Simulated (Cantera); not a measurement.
Charge: 1 mol CH3Cl, 0.22 mol HCl, 4.3 mol H2, equilibrated at 42.0 Pa.

Method: chemical equilibrium by Gibbs-energy minimisation in Cantera with the NASA 1993 tables (ideal gas, pure condensed phases). Candidate condensed phases: C, C6H6, C7H8, C8H18; 91 gas species. Rates play no part.

Over these rows the condensed part is C(graphite). Partial pressures as log10 of bar:

| T (K) | 1000/T (1/K) | log p CH4 | log p H2 | log p HCl |
|---|---|---|---|---|
| 950 | 1.0526 | -7.71 | -3.47 | -4.10 |
| 1050 | 0.9524 | -8.18 | -3.47 | -4.10 |
| 1150 | 0.8696 | ? | -3.47 | -4.10 |
| 1250 | 0.8000 | -8.89 | -3.47 | -4.10 |
| 1350 | 0.7407 | -9.17 | -3.47 | -4.10 |
| 1450 | 0.6897 | -9.42 | -3.47 | -4.10 |

Question: Fit log p(CH4) = a + b·(1000/T) to the five rows, give the apparent enthalpy, and predict the row at 1150 K.

Answer: Means: 1000/T = 0.8471, log p = -8.674. Sxy = 0.430489, Sxx = 0.0916325, so b = 4.70 and a = -8.674 − (4.70)×0.8471 = -12.66.
Apparent enthalpy: −19.145 × (4.70) = -90 kJ/mol. With the condensed phases at unit activity, C(graphite) + 2 H2(g) = CH4(g) links this pressure to the main gases: over the six rows their terms move log p by +0.00 in all, so the slope is close to that reaction's ΔH°. The five rows lie within 0.01 of the line.
Prediction at 1150 K: -12.66 + (4.70)×0.8696 = -8.57. The computed value is -8.56, 0.01 from the line.
